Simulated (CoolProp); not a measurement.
Vapour pressure (MPa) of ethylbenzene: the reference equation beside estimates from Tc = 344.0 °C, pc = 3.622 MPa, ω = 0.304. Clausius-Clapeyron is anchored at 60.85 °C with a constant enthalpy of vaporisation of 40.17 kJ/mol.

Computed with CoolProp (reference Helmholtz-energy equation of state, Zhou 2012).

```csv
T (°C),reference,Lee-Kesler,Clausius-Clapeyron,Peng-Robinson
60.85,0.007680,0.007359,0.007680,0.007926
71.15,0.01184,0.01141,0.01184,0.01213
81.55,0.01779,0.01724,0.01786,0.01811
91.85,0.02591,0.02524,0.02624,0.02624
102.15,0.03681,0.03606,0.03773,0.03713
112.45,0.05116,0.05036,0.05321,0.05143
122.85,0.06986,0.06911,0.07395,0.07006
133.15,0.09338,0.09278,0.1008,0.09348
143.45,0.1227,0.1224,0.1352,0.1227
153.75,0.1588,0.1590,0.1788,0.1587
```

Absolute difference from the reference over all 10 rows, mean and median: Lee-Kesler 1.9 and 1.8 %, Clausius-Clapeyron 4.5 and 3.3 %, Peng-Robinson 1.1 and 0.7 %.
